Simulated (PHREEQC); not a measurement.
0.37 g of hydrous ferric oxide (600 m²/g; 0.2 weak and 0.005 strong sites per Fe, Dzombak-Morel constants, diffuse double layer) in 1 kg of water with 0.01 mol/kgw of an inert sodium salt and 0.25 mmol/kgw MgCl2, at 25 °C; the pH is set by adding NaOH or the inert anion's acid. O2 is buffered at 0.21 atm. The system is closed to CO2. Nothing may precipitate in this run.

Base run: PHREEQC, ion-association model, wateq4f.dat. Each further column changes one thing. The table gives surface charge σ (C/m²).

```
pH      base  background salt from 0.01 to 0.001 mol/kgw  oxide from 0.37 to 1.9 g/kgw  0.00011 mol/kgw BaCl2 added
----  ------  ------------------------------------------  ----------------------------  ---------------------------
4      0.221                                       0.140                         0.225                        0.222
4.5    0.164                                       0.096                         0.167                        0.165
5.5    0.079                                       0.040                         0.080                        0.080
6      0.051                                       0.024                         0.051                        0.052
7      0.018                                       0.008                         0.018                        0.018
7.5    0.009                                       0.004                         0.009                        0.010
8.5    0.001                                       0.000                        -0.004                        0.002
9     -0.003                                      -0.001                        -0.011                       -0.002
10    -0.019                                      -0.008                        -0.037                       -0.013
10.5  -0.033                                      -0.015                        -0.060                       -0.019
11.5  -0.081                                      -0.059                        -0.142                       -0.037
12    -0.118                                      -0.106                        -0.213                       -0.048
```
